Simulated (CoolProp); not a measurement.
Vapour-liquid equilibrium of acetone (1) + dimethyl carbonate (2) at 0.198 MPa; x and y are mole fractions of (1).

Values from CoolProp's multi-fluid Helmholtz-energy mixture model, Lemmon 2006 and Zhou 2011; pair parameters Bell 2016.

```json
[
 {"x": "0.05", "bubble temperature, mixture model (K)": "382.7", "bubble temperature, Raoult's law (K)": "383.1", "y, mixture model": "0.124", "y, Raoult's law": "0.120"},
 {"x": "0.125", "bubble temperature, mixture model (K)": "378.6", "bubble temperature, Raoult's law (K)": "379.2", "y, mixture model": "0.275", "y, Raoult's law": "0.274"},
 {"x": "0.2", "bubble temperature, mixture model (K)": "375.1", "bubble temperature, Raoult's law (K)": "375.7", "y, mixture model": "0.396", "y, Raoult's law": "0.401"},
 {"x": "0.275", "bubble temperature, mixture model (K)": "371.9", "bubble temperature, Raoult's law (K)": "372.4", "y, mixture model": "0.496", "y, Raoult's law": "0.507"},
 {"x": "0.35", "bubble temperature, mixture model (K)": "369.0", "bubble temperature, Raoult's law (K)": "369.4", "y, mixture model": "0.581", "y, Raoult's law": "0.597"},
 {"x": "0.425", "bubble temperature, mixture model (K)": "366.4", "bubble temperature, Raoult's law (K)": "366.6", "y, mixture model": "0.654", "y, Raoult's law": "0.673"},
 {"x": "0.5", "bubble temperature, mixture model (K)": "363.9", "bubble temperature, Raoult's law (K)": "364.0", "y, mixture model": "0.718", "y, Raoult's law": "0.738"},
 {"x": "0.575", "bubble temperature, mixture model (K)": "361.6", "bubble temperature, Raoult's law (K)": "361.6", "y, mixture model": "0.775", "y, Raoult's law": "0.794"},
 {"x": "0.65", "bubble temperature, mixture model (K)": "359.4", "bubble temperature, Raoult's law (K)": "359.3", "y, mixture model": "0.826", "y, Raoult's law": "0.842"},
 {"x": "0.725", "bubble temperature, mixture model (K)": "357.3", "bubble temperature, Raoult's law (K)": "357.1", "y, mixture model": "0.872", "y, Raoult's law": "0.885"},
 {"x": "0.8", "bubble temperature, mixture model (K)": "355.2", "bubble temperature, Raoult's law (K)": "355.1", "y, mixture model": "0.912", "y, Raoult's law": "0.922"},
 {"x": "0.875", "bubble temperature, mixture model (K)": "353.3", "bubble temperature, Raoult's law (K)": "353.2", "y, mixture model": "0.949", "y, Raoult's law": "0.954"},
 {"x": "0.95", "bubble temperature, mixture model (K)": "351.5", "bubble temperature, Raoult's law (K)": "351.4", "y, mixture model": "0.981", "y, Raoult's law": "0.983"}
]
```

The largest gap from Raoult's law is -0.6 K in bubble temperature, at x = 0.2. No azeotrope shows between x = 0.05 and 0.95.

The pair parameters rest on a limited set of measurements; away from them the model extrapolates.
